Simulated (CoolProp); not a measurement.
Vapour-liquid equilibrium of n-butane (1) + R245fa (2) at 328.3 K; x and y are mole fractions of (1).

The numbers come from the multi-fluid Helmholtz-energy mixture model, Bücker 2006 and Akasaka 2015; pair parameters Bell 2016 in CoolProp.

```json
[
 {"x": "0.05", "bubble pressure (bar)": "4.782", "y at the bubble point": "0.182", "dew pressure at overall composition x (bar)": "4.206", "liquid density (mol/L)": "9.276"},
 {"x": "0.2", "bubble pressure (bar)": "6.227", "y at the bubble point": "0.427", "dew pressure at overall composition x (bar)": "4.872", "liquid density (mol/L)": "9.099"},
 {"x": "0.35", "bubble pressure (bar)": "6.867", "y at the bubble point": "0.525", "dew pressure at overall composition x (bar)": "5.723", "liquid density (mol/L)": "8.961"},
 {"x": "0.5", "bubble pressure (bar)": "7.122", "y at the bubble point": "0.582", "dew pressure at overall composition x (bar)": "6.716", "liquid density (mol/L)": "8.884"},
 {"x": "0.65", "bubble pressure (bar)": "7.179", "y at the bubble point": "0.634", "dew pressure at overall composition x (bar)": "7.161", "liquid density (mol/L)": "8.886"},
 {"x": "0.8", "bubble pressure (bar)": "6.999", "y at the bubble point": "0.709", "dew pressure at overall composition x (bar)": "6.605", "liquid density (mol/L)": "8.975"},
 {"x": "0.95", "bubble pressure (bar)": "6.210", "y at the bubble point": "0.882", "dew pressure at overall composition x (bar)": "5.885", "liquid density (mol/L)": "9.144"}
]
```

y crosses x between x = 0.5 and 0.65: the model has an azeotrope there.

Pair parameters are fitted to limited data, so mixtures are less certain than the pure fluids.
